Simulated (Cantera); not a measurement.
A closed system holds: 1 mol Si2Cl6, 86 mol H2, held at 1.00 bar.

Equilibrium computed with Cantera from the NASA thermochemical tables; the gas is ideal and each condensed phase is pure. Candidate condensed phases: Si; 19 gas species. The feed counts by its element totals alone. Gases not in the tables: Si2H6 and higher silanes. The numbers say what is thermodynamically allowed, not how fast it happens.

### Question
What share of the Si ends up in condensed phases as a function of T (°C), at 852, 902, 952, 1002, 1052, 1102, 1152, 1202, 1252, 1302, 1352, 1402?

### Answer
| T (°C) | Si condensed (%) | as |
|---|---|---|
| 852 | 30.1 | Si(s) |
| 902 | 35.4 | Si(s) |
| 952 | 40.8 | Si(s) |
| 1002 | 46.1 | Si(s) |
| 1052 | 50.5 | Si(s) |
| 1102 | 54.0 | Si(s) |
| 1152 | 56.2 | Si(s) |
| 1202 | 57.5 | Si(s) |
| 1252 | 58.2 | Si(s) |
| 1302 | 58.3 | Si(s) |
| 1352 | 58.2 | Si(s) |
| 1402 | 57.9 | Si(s) |
